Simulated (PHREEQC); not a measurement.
Model water analysis in mg/kgw, 25 °C, pH 6, pe 10.2: Na 1.33; K 0.219; Ca 0.792; Mg 0.0591; Cl 0.212; S(6) as SO4 0.396; Alkalinity as HCO3 5.31; N(5) as NO3 0.00142.

Valence states are taken as typed.

All values are PHREEQC results (ion-association model, wateq4f.dat), not measurements.

No solid was allowed to form.

Problem. Predict the charge-balance error.

Solution. charge-balance error 3.1 %.

Problem. In which forms is C present?

Solution. CO2 69 %, HCO3- 31 % of the C.
